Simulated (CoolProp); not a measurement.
Propylene at 298.15 K and 0.685 MPa is throttled through a valve to 0.343 MPa with no heat exchange. Each further row changes one setting.

The numbers come from the reference Helmholtz-energy equation of state, Lemmon 2013 in CoolProp.

```tsv
case	temperature change (K)	final density (kg/m³)
as stated	___	___
outlet pressure 0.103 MPa	___	1.85
outlet pressure 0.446 MPa	-4.6	8.27
```

Q: What belongs in the gaps?

A: 
- as stated, temperature change (K): -6.6
- as stated, final density (kg/m³): 6.29
- outlet pressure 0.103 MPa, temperature change (K): -11.2
